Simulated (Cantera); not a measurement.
**Diamond growth**

A diamond (100) surface in a fixed gas of H2 with x(CH4) = 0.0032, x(CH3) = 0.0004, at 1023 K, 22000 Pa; coverages are run to steady state.

Computed with Cantera and the Harris–Goodwin 1993 mechanism for the reconstructed diamond (100) surface.

| x(H) | growth (µm/h) | θ c6HH | θ c6H* | θ c6*H | θ c6** | θ c6HM |
|---|---|---|---|---|---|---|
| 0.0001 | 9.58 | 0.304 | 0.00861 | 0.165 | 0.00165 | 0.371 |
| 0.00024 | 18.4 | 0.354 | 0.0113 | 0.216 | 0.00352 | 0.296 |
| 0.00057 | 29.4 | 0.426 | 0.0144 | 0.276 | 0.00605 | 0.198 |
| 0.0014 | 39.5 | 0.493 | 0.0172 | 0.329 | 0.00851 | 0.109 |
| 0.0032 | 45.7 | 0.534 | 0.0189 | 0.360 | 0.0100 | 0.0549 |
| 0.0078 | 49.3 | 0.557 | 0.0200 | 0.378 | 0.0109 | 0.0243 |
| 0.019 | 51.1 | 0.568 | 0.0210 | 0.385 | 0.0114 | 0.0103 |
| 0.044 | 52.1 | 0.572 | 0.0223 | 0.388 | 0.0117 | 0.00454 |
| 0.11 | 53.7 | 0.574 | 0.0253 | 0.386 | 0.0123 | 0.00186 |
θ: site fractions in the mechanism's names (c6HH fully hydrogenated, c6H* and c6*H radical sites, c6** diradical, c6HM methylated).
